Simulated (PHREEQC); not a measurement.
0.034 g of hydrous ferric oxide (600 m²/g; 0.2 weak and 0.005 strong sites per Fe, Dzombak-Morel constants, diffuse double layer) in 1 kg of water with 0.001 mol/kgw of an inert sodium salt and 5.6e-07 mol/kgw BaCl2 and 0.00011 mol/kgw NiCl2, at 25 °C; the pH is set by adding NaOH or the inert anion's acid. Oxygen alone is held at its pressure in air (log pO2 = -0.68). CO2 from the air is kept out. Precipitation was switched off in this run.

All values are PHREEQC results (ion-association model, wateq4f.dat), not measurements.

```json
[
 {"pH": "3", "Ba sorbed (%)": "0.0", "Ni sorbed (%)": "0.0", "surface charge σ (C/m²)": "0.260", "surface potential ψ (mV)": "231"},
 {"pH": "3.5", "Ba sorbed (%)": "0.0", "Ni sorbed (%)": "0.0", "surface charge σ (C/m²)": "0.184", "surface potential ψ (mV)": "?"},
 {"pH": "4", "Ba sorbed (%)": "0.0", "Ni sorbed (%)": "0.0", "surface charge σ (C/m²)": "0.127", "surface potential ψ (mV)": "208"},
 {"pH": "4.5", "Ba sorbed (%)": "0.0", "Ni sorbed (%)": "0.0", "surface charge σ (C/m²)": "?", "surface potential ψ (mV)": "189"},
 {"pH": "5", "Ba sorbed (%)": "0.0", "Ni sorbed (%)": "0.0", "surface charge σ (C/m²)": "0.056", "surface potential ψ (mV)": "168"},
 {"pH": "5.5", "Ba sorbed (%)": "0.0", "Ni sorbed (%)": "0.3", "surface charge σ (C/m²)": "0.035", "surface potential ψ (mV)": "144"},
 {"pH": "6", "Ba sorbed (%)": "0.0", "Ni sorbed (%)": "1.2", "surface charge σ (C/m²)": "0.022", "surface potential ψ (mV)": "120"},
 {"pH": "6.5", "Ba sorbed (%)": "0.0", "Ni sorbed (%)": "2.8", "surface charge σ (C/m²)": "0.013", "surface potential ψ (mV)": "96"},
 {"pH": "7", "Ba sorbed (%)": "0.0", "Ni sorbed (%)": "?", "surface charge σ (C/m²)": "0.009", "surface potential ψ (mV)": "77"},
 {"pH": "7.5", "Ba sorbed (%)": "0.0", "Ni sorbed (%)": "18.5", "surface charge σ (C/m²)": "0.008", "surface potential ψ (mV)": "70"},
 {"pH": "8", "Ba sorbed (%)": "0.0", "Ni sorbed (%)": "27.7", "surface charge σ (C/m²)": "0.007", "surface potential ψ (mV)": "67"},
 {"pH": "8.5", "Ba sorbed (%)": "0.0", "Ni sorbed (%)": "32.9", "surface charge σ (C/m²)": "0.007", "surface potential ψ (mV)": "65"},
 {"pH": "9", "Ba sorbed (%)": "0.0", "Ni sorbed (%)": "35.0", "surface charge σ (C/m²)": "0.007", "surface potential ψ (mV)": "63"},
 {"pH": "9.5", "Ba sorbed (%)": "0.0", "Ni sorbed (%)": "35.6", "surface charge σ (C/m²)": "?", "surface potential ψ (mV)": "55"},
 {"pH": "10", "Ba sorbed (%)": "0.0", "Ni sorbed (%)": "35.5", "surface charge σ (C/m²)": "0.003", "surface potential ψ (mV)": "34"},
 {"pH": "10.5", "Ba sorbed (%)": "0.1", "Ni sorbed (%)": "35.2", "surface charge σ (C/m²)": "0.000", "surface potential ψ (mV)": "5"},
 {"pH": "11", "Ba sorbed (%)": "1.7", "Ni sorbed (%)": "34.8", "surface charge σ (C/m²)": "-0.003", "surface potential ψ (mV)": "-30"}
]
```

Question: What belongs in the gaps?

Answer: 
- 3.5, surface potential ψ (mV): 223
- 4.5, surface charge σ (C/m²): 0.086
- 7, Ni sorbed (%): 8.2
- 9.5, surface charge σ (C/m²): 0.005

Along this series the solution becomes supersaturated in solids that the run did not let form, among them Ni(OH)2. Species that the database lacks are ignored. The oxide is taken as insoluble; below pH 4 it would dissolve.
